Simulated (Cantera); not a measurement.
Cantera run:

```python
import numpy as np
import cantera as ct

gas_names = """
    H HO2 H2 H2O H2O2 Hg O OH O2 O3
""".split()
cond_names = """
    H2O(s) H2O(L) Hg(cr) Hg(L) HgO(s)
""".split()


# ... load() reads the species with a 1 bar reference pressure and builds the phases ...
atoms = {
    'HgO': {'Hg': 1, 'O': 1},
    'O2': {'O': 2},
    'H2': {'H': 2},
}
top_T = {}  # K; cautious upper limits of use, not melting points


# ... equilibrate(T, P, feed) seeds the gas with the atoms and calls Mixture.equilibrate('TP', solver="vcs", rtol=1e-11, max_steps=5000) ...
results = []
T = 748  # K
P = 1333.22  # Pa
for m in [0.7, 0.98, 1.4, 2, 2.8, 3.9, 5.5, 7.8, 11, 16, 22, 31, 44]:
    feed = {'HgO': 1, 'O2': 0.011, 'H2': m}  # mol
    mix = equilibrate(T, P, feed)
    results.append((T, P, feed, dict(zip(mix.species_names, mix.species_moles))))

top = {s: max(r[3][s] / sum(r[3][g] for g in gas_names) for r in results) for s in gas_names}
cols = sorted((s for s in top if top[s] > 0.001), key=lambda s: -top[s])[:5]
seen = [c for c in cond_names if any(r[3].get(c, 0) > 1e-12 for r in results)]
print("log10 of partial pressures in bar; condensed amounts in mol")
print(f"{'n(H2)':>10s}" + "".join(f"{s[:9]:>10s}" for s in cols + seen))
for T, P, feed, n in results:
    ng = sum(n[g] for g in gas_names)
    print(f"{feed['H2']:10.4g}" + "".join(f"{np.log10(max(n[s] / ng * P / 1e5, 1e-99)):10.3f}" for s in cols)
          + "".join(f"{n.get(c, 0):10.4g}" for c in seen))
```

It prints:

```
log10 of partial pressures in bar; condensed amounts in mol
     n(H2)        H2        Hg       H2O        O2
       0.7   -15.234    -2.145    -2.300    -2.938
      0.98   -14.661    -2.176    -2.185    -3.854
       1.4    -2.678    -2.255    -2.246   -27.942
         2    -2.362    -2.352    -2.343   -28.768
       2.8    -2.205    -2.455    -2.445   -29.287
       3.9    -2.106    -2.565    -2.556   -29.706
       5.5    -2.037    -2.688    -2.679   -30.090
       7.8    -1.988    -2.820    -2.810   -30.450
        11    -1.955    -2.954    -2.945   -30.786
        16    -1.930    -3.106    -3.096   -31.138
        22    -1.915    -3.237    -3.227   -31.431
        31    -1.903    -3.380    -3.371   -31.741
        44    -1.895    -3.528    -3.519   -32.054
```

Cantera equilibrium calculation (NASA polynomials, part measured and part estimated; ideal gas, pure solids and liquids).
